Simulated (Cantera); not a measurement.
Mixture: CH₄ : O₂ : N₂ : H₂O = 1 : 1.43 : 5.37 : 1.2 (molar parts), at 2200000 Pa, adiabatic and at constant pressure. Ignition delay is the time to a rise of 400 K.

Detailed kinetics in Cantera: GRI-Mech 3.0 (53 species, 325 reactions). The pressure lies above the range GRI-Mech 3.0 was tuned for (to about 10 atm).

Predict: delay at 1100 K; delay at 1150 K; delay at 1200 K; delay at 1250 K; delay at 1300 K; delay at 1350 K; delay at 1400 K; apparent activation energy between 1300 and 1400 K.


| Quantity | Result |
|---|---|
| delay at 1100 K | 8.45 ms |
| delay at 1150 K | 4.30 ms |
| delay at 1200 K | 2.33 ms |
| delay at 1250 K | 1.34 ms |
| delay at 1300 K | 0.800 ms |
| delay at 1350 K | 0.493 ms |
| delay at 1400 K | 0.311 ms |
| apparent activation energy between 1300 and 1400 K | 140 kJ/mol |
